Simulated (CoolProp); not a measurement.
CF4 (R14) along the isotherm 228.9 K: density (kg/m³) from the reference equation and from simpler models built on Tc = 227.4 K, pc = 3762 kPa, ω = 0.178; each cubic takes its own stable root.

Values from CoolProp's reference Helmholtz-energy equation of state, Platzer 1990. This equation is an older, rougher fit; its heat capacities, sound speeds and derivatives of the liquid may be far off and weren't checked against measurements.

```tsv
p (kPa)	phase	reference
119	gas	5.562
271	gas	12.84
616	gas	30.19
1400	gas	74.89
3190	gas	239.8
7260	supercritical	1073
16500	supercritical	1233
37600	supercritical	1384
```

How far does each simpler model (ideal gas, van der Waals, Soave-Redlich-Kwong, Peng-Robinson) lie from the reference over these 8 states: mean and median of the absolute difference, and the worst?


- ideal gas: mean 24.2 %, median 19.6 %, worst -68.7 % at 228.9 K and 7260 kPa
- van der Waals: mean 10.0 %, median 3.6 %, worst -25.3 % at 228.9 K and 7260 kPa
- Soave-Redlich-Kwong: mean 1.7 %, median 0.4 %, worst -9.2 % at 228.9 K and 7260 kPa
- Peng-Robinson: mean 3.5 %, median 1.2 %, worst +12.2 % at 228.9 K and 37600 kPa
